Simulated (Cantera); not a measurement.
A closed system holds: 1 mol N2O, 0.0043 mol SO2, 1 mol H2, 0.058 mol O2, equilibrated at 2275 K.

Cantera equilibrium calculation (NASA polynomials, part measured and part estimated; ideal gas, pure solids and liquids). Candidate condensed phases: H2O, H2SO4, S; 35 gas species. Equilibrium is a limit: real reactors are often held back by kinetics, nucleation or transport.

### Question
At 10.0 Pa, list the 4 most abundant gas species with their mole fractions, and the condensed phases.

### Answer
N2 0.341, H 0.246, H2O 0.112, O 0.102. Condensed: gas only.
